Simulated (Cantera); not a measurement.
Input: 1 mol SiCl₄, 1.4 mol NH₃, 21 mol N₂, equilibrated at 39.0 Torr.

These are equilibrium values from Cantera (NASA tables, ideal gas, pure condensed phases), not measurements of a reactor. Candidate condensed phases: NH₄Cl, Si, Si₃N₄; 28 gas species. The tables' values for SiCl₃, SiCl are old estimates; treat these amounts as uncertain. Rates play no part.

### Question
At 1700 °C, list the 5 most abundant gas species with their mole fractions, and the condensed phases.

### Answer
N₂ 0.840, HCl 0.0753, H₂ 0.0430, SiCl₂ 0.0376, Cl 0.00161. Condensed: gas only.
